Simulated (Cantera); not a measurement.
Feed: 1 mol Fe(CO)₅, 2.7 mol H₂, equilibrated at 998.15 K and 7.50 Torr.

Method: chemical equilibrium by Gibbs-energy minimisation in Cantera with the NASA 1993 tables (ideal gas, pure condensed phases). Candidate condensed phases: C, C₆H₆, C₇H₈, C₈H₁₈, Fe, Fe(CO)₅, FeO, Fe(OH)₂, Fe(OH)₃, Fe₂O₃, Fe₃O₄, H₂O; 114 gas species. Condensed phases not in the tables: cementite and carbon dissolved in iron. Kinetics and transport are ignored.

Base state: CO 0.646, H₂ 0.351, CO₂ 0.00246, H₂O 0.000923, CH₄ 0.000120 (mole fractions); condensed: C(graphite) + Fe(α).

Problem. What changes in the equilibrium state with this change: temperature from 998.15 K to 1475 K?

Solution. 
```
species             before    after
----------------  --------  -------
CO                   0.646    0.649
H₂                   0.351    0.351
H                  1.28e-8  7.68e-5
CO₂                0.00246  3.52e-6
H₂O               0.000923  4.71e-6
CH₄               0.000120  3.56e-6
C(graphite), mol    0.0250        0
Fe(α), mol            1.00        0
Fe(γ), mol               0    1.000
```

Problem. What changes in the equilibrium state with this change: H₂ from 2.7 to 0.8 mol?

Solution. 
```json
[
 {"species": "CO", "before": "0.646", "after": "0.857"},
 {"species": "H₂", "before": "0.351", "after": "0.138"},
 {"species": "CO₂", "before": "0.00246", "after": "0.00433"},
 {"species": "CH₄", "before": "0.000120", "after": "1.86e-5"},
 {"species": "H₂O", "before": "0.000923", "after": "0.000482"},
 {"species": "C(graphite), mol", "before": "0.0250", "after": "0.0277"},
 {"species": "Fe(α), mol", "before": "1.00", "after": "1.00"}
]
```
